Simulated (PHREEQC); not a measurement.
Consider water at 40 °C with 0.033 mol/kgw TMAH and 0.25 mol/kgw K2CO3. Closed to the air; pH follows from the charge balance.

Equilibrium calculation in PHREEQC: ion-association model, phreeqc.dat.

Q: The ionic strength comes out as 0.781 mol/kgw. What activity coefficients do OH-, K+, HCO3-, CO3-2 get?

A: OH- 0.59, K+ 0.61, HCO3- 0.66, CO3-2 0.19.

Precipitation was switched off in this run. Ionic strength above about 0.7 mol/kgw puts this run outside the model's range. (CH3)4N+ isn't in the database: it is added as a free cation with an ion size of 4 Å. Constants without temperature data keep their 25 °C values here.
